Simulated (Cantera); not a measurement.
A perfectly stirred reactor is fed with C2H6 : O2 : N2 : CH4 = 0.005 : 0.039 : 1 : 0.065 (molar parts), equivalence ratio 3.8, at 743 Torr; it is held at 1275 K, and followed from long to short residence time.

Cantera simulation using GRI-Mech 3.0 (53 species, 325 reactions); the numbers are that mechanism's predictions, not measurements. The temperature is held fixed by assumption; the heat of reaction is taken as removed at once.

Problem. Predict: x(C2H6) at τ = 2.00 s; x(O2) at τ = 2.00 s; x(CH4) at τ = 2.00 s; x(H2) at τ = 2.00 s; x(C2H6) at τ = 39.0 ms; x(O2) at τ = 39.0 ms; x(CH4) at τ = 39.0 ms; x(H2) at τ = 39.0 ms.

Solution. 
```json
{
  "x(C2H6) at τ = 2.00 s": "0.000242",
  "x(O2) at τ = 2.00 s": "0.00292",
  "x(CH4) at τ = 2.00 s": "0.0296",
  "x(H2) at τ = 2.00 s": "0.0310",
  "x(C2H6) at τ = 39.0 ms": "0.00227",
  "x(O2) at τ = 39.0 ms": "0.0273",
  "x(CH4) at τ = 39.0 ms": "0.0495",
  "x(H2) at τ = 39.0 ms": "0.00811"
}
```
